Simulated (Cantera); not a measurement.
Cantera run:

```python
import numpy as np
import cantera as ct

gas_names = """
    C CH CH2 CH3 CH2OH CH3O CH4 CH3OH CN CO CO2 COOH C2 C2H CHCO,ketyl C2H2,acetylene C2H2,vinylidene
    CH2CO,ketene C2H3,vinyl CH3CN CH3CO,acetyl C2H4 C2H4O,ethylen CH3CHO,ethanal CH3COOH (HCOOH)2 C2H5
    C2H6 CH3OCH3 C2H5OH CCN CNC C2N2 C2O C3 C3H3,propargyl C3H4,allene C3H4,propyne C3H4,cyclo-
    C3H5,allyl C3H6,propylene C3H6,cyclo- C3H6O C3H7,n-propyl C3H7,i-propyl C3H8 C3H8O,1propanol
    C3H8O,2propanol C3O2 C4 C4H2 C4H4,1,3-cyclo- C4H6,butadiene C4H6,2-butyne C4H6,cyclo- C4H8,1-butene
    C4H8,cis2-buten C4H8,tr2-butene C4H8,isobutene C4H8,cyclo- (CH3COOH)2 C4H9,n-butyl C4H9,i-butyl
    C4H9,s-butyl C4H9,t-butyl C4H10,isobutane C4H10,n-butane C4N2 C5 C5H6,1,3cyclo- C5H8,cyclo-
    C5H10,1-pentene C5H10,cyclo- C5H11,pentyl C5H11,t-pentyl C5H12,n-pentane C5H12,i-pentane
    CH3C(CH3)2CH3 C6H2 C6H5,phenyl C6H5O,phenoxy C6H6 C6H5OH,phenol C6H10,cyclo- C6H12,1-hexene
    C6H12,cyclo- C6H13,n-hexyl C7H7,benzyl C7H8 C7H8O,cresol C7H14,1-heptene C7H15,n-heptyl
    C7H16,n-heptane C8H8,styrene C8H10,ethylbenz C8H16,1-octene C8H17,n-octyl C8H18,isooctane
    C8H18,n-octane C9H19,n-nonyl C10H8,naphthale C10H21,n-decyl C12H9,o-bipheny C12H10,bipheny H HCN HCO
    HCCN HNC HNCO HNO HNO2 HNO3 HO2 H2 HCHO,formaldehy HCOOH H2O H2O2 N NCO NH NH2 NH3 NH2OH NO NO2 NO3
    N2 N2H2 N2H4 N2O O OH O2 O3
""".split()
cond_names = """
    C(gr) C6H6(L) C7H8(L) C8H18(L),n-octa H2O(s) H2O(L)
""".split()


def load(file, names, dense=False):
    # The tables refer to 1 bar. Condensed volumes are neglected.
    table = {s.name: s for s in ct.Species.list_from_file(file)}
    out = []
    for n in names:
        d = dict(table[n].input_data)
        d["thermo"] = dict(d["thermo"], **{"reference-pressure": 1e5})
        if dense:
            d["equation-of-state"] = {"model": "constant-volume", "density": "1e6 g/cm^3"}
        out.append(ct.Species.from_dict(d))
    return out


gas = ct.Solution(thermo="ideal-gas", species=load("nasa_gas.yaml", gas_names))
cond = {s.name: ct.Solution(thermo="fixed-stoichiometry", species=[s], name=s.name)
        for s in load("nasa_condensed.yaml", cond_names, dense=True)}
atoms = {
    'n-butane': {'C': 4, 'H': 10},
    'CO2': {'C': 1, 'O': 2},
    'N2': {'N': 2},
}
top_T = {'C(gr)': 4500}  # K; cautious upper limits of use, not melting points


def equilibrate(T, P, feed):
    n = {}
    for name, mol in feed.items():
        for a, k in atoms[name].items():
            n[a] = n.get(a, 0.0) + k * mol
    gas.TPX = T, P, n
    mass = sum(n.values()) * gas.mean_molecular_weight
    gas.equilibrate("TP")
    valid = [c for c in cond.values() if c.min_temp <= T <= top_T.get(c.name, c.max_temp)]
    mix = ct.Mixture([(gas, mass / gas.mean_molecular_weight)] + [(c, 0.0) for c in valid])
    mix.T, mix.P = T, P
    mix.equilibrate("TP", solver="vcs", rtol=1e-11, max_steps=5000)
    return mix


results = []
feed = {'n-butane': 1, 'CO2': 2.8, 'N2': 0.24}  # mol
P = 19000  # Pa
for T in [1498, 1698, 1898, 2098, 2298, 2498, 2698]:
    mix = equilibrate(T, P, feed)
    results.append((T, P, feed, dict(zip(mix.species_names, mix.species_moles))))
    x = sorted(zip(gas.X, gas.species_names), reverse=True)
    print(f"T = {T:g} K  P = {P:g} Pa  gas = {mix.phase_moles(0):.4g} mol")
    print("   x: " + "  ".join(f"{s} {v:.3e}" for v, s in x if v > 0.0001))
    print("   condensed (mol): " + ("  ".join(f"{mix.phase(i).name} {mix.phase_moles(i):.4g}"
          for i in range(1, mix.n_phases) if mix.phase_moles(i) > 1e-12) or "none"))
```

Output:

```
T = 1498 K  P = 19000 Pa  gas = 10.84 mol
   x: CO 5.166e-01  H2 4.610e-01  N2 2.209e-02  HCN 1.052e-04  CH4 1.048e-04
   condensed (mol): C(gr) 1.199
T = 1698 K  P = 19000 Pa  gas = 10.84 mol
   x: CO 5.165e-01  H2 4.608e-01  N2 2.195e-02  HCN 3.644e-04  H 2.252e-04
   condensed (mol): C(gr) 1.195
T = 1898 K  P = 19000 Pa  gas = 10.85 mol
   x: CO 5.163e-01  H2 4.596e-01  N2 2.162e-02  H 1.216e-03  HCN 9.626e-04  C2H2,acetylene 1.729e-04
   condensed (mol): C(gr) 1.185
T = 2098 K  P = 19000 Pa  gas = 10.87 mol
   x: CO 5.154e-01  H2 4.560e-01  N2 2.098e-02  H 4.767e-03  HCN 2.083e-03  C2H2,acetylene 6.508e-04  HNC 1.402e-04
   condensed (mol): C(gr) 1.162
T = 2298 K  P = 19000 Pa  gas = 10.92 mol
   x: CO 5.128e-01  H2 4.465e-01  N2 1.988e-02  H 1.468e-02  HCN 3.848e-03  C2H2,acetylene 1.910e-03  HNC 3.497e-04
   condensed (mol): C(gr) 1.112
T = 2498 K  P = 19000 Pa  gas = 11.05 mol
   x: CO 5.070e-01  H2 4.259e-01  H 3.731e-02  N2 1.824e-02  HCN 6.211e-03  C2H2,acetylene 4.568e-03  HNC 7.256e-04
   condensed (mol): C(gr) 1.02
T = 2698 K  P = 19000 Pa  gas = 11.3 mol
   x: CO 4.957e-01  H2 3.879e-01  H 8.058e-02  N2 1.611e-02  C2H2,acetylene 9.081e-03  HCN 8.850e-03  HNC 1.279e-03  C2H 1.995e-04  CN 1.376e-04
   condensed (mol): C(gr) 0.8678
```

These are equilibrium values from Cantera (NASA tables, ideal gas, pure condensed phases), not measurements of a reactor.
